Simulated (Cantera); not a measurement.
An isothermal plug-flow reactor at 773 K and 3680 Torr (inlet), inlet velocity 0.6 m/s, active area per volume 3100 1/m; feed CO : O2 : N2 = 0.0072 : 0.087 : 0.79 (molar parts), equivalence ratio 0.041.

Computed with Cantera and Deutschmann's 1995 Pt surface mechanism with GRI-Mech 3.0 gas chemistry. Catalytic surfaces can have several steady states; this one follows from the mechanism file's or the stated starting coverage. Mass transfer to the wall is taken as infinitely fast.

Task: Predict: x(CO) at z = 0.0056 m; x(O2) at z = 0.0056 m; x(CO2) at z = 0.0056 m; θ(free Pt) at the exit; θ(O*) at the exit.

Result: 
```json
{
  "x(CO) at z = 0.0056 m": "0.000525",
  "x(O2) at z = 0.0056 m": "0.0949",
  "x(CO2) at z = 0.0056 m": "0.00765",
  "θ(free Pt) at the exit": "0.0134",
  "θ(O*) at the exit": "0.987"
}
```
